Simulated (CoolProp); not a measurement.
Model: reference Helmholtz-energy equation of state, Lemmon 2006, in CoolProp. It is a short technical equation, of lower accuracy than the large ones.

### Question
For toluene, give the phase and the Z, cv (kJ/(kg K)), expansivity (1/kK), viscosity (µPa s) at 323.15 °C and 5550 kPa; 323.15 °C and 9520 kPa.

### Answer
- 323.15 °C and 5550 kPa: supercritical; Z 0.225, cv 2.18, expansivity 8.78, viscosity 55.8
- 323.15 °C and 9520 kPa: supercritical; Z 0.334, cv 2.15, expansivity 3.51, viscosity 74.0

Viscosity comes from a separate model (Avgeri 2015).
